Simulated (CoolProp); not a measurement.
Vapour-liquid equilibrium of ethane (1) + C3F8 (R218) (2) at 0.311 MPa; x and y are mole fractions of (1).

Computed with CoolProp (multi-fluid Helmholtz-energy mixture model, Bücker 2006 and Lemmon 2006; pair parameters Bell 2016).

| x | bubble temperature (°C) | y at the bubble point | dew temperature at overall composition x (°C) | liquid density (mol/L) |
|---|---|---|---|---|
| 0.05 | -20.4 | 0.359 | -10.0 | 8.397 |
| 0.2 | … | 0.804 | -14.7 | 9.602 |
| 0.35 | -55.3 | 0.894 | -20.0 | … |
| 0.5 | … | 0.921 | -26.3 | 11.64 |
| 0.65 | … | 0.934 | -34.1 | 12.83 |
| 0.8 | … | 0.950 | -45.0 | 14.32 |
| 0.95 | … | 0.982 | -62.2 | 16.27 |

### Question
Complete the blanks.

### Answer

- 0.2, bubble temperature (°C): -45.3
- 0.35, liquid density (mol/L): 10.62
- 0.5, bubble temperature (°C): -58.9
- 0.65, bubble temperature (°C): -60.6
- 0.8, bubble temperature (°C): -62.1
- 0.95, bubble temperature (°C): -64.1

No azeotrope shows between x = 0.05 and 0.95.

Pair parameters are fitted to limited data, so mixtures are less certain than the pure fluids. With so large a gap from Raoult's law the liquid may split in two, which this calculation doesn't test in full.
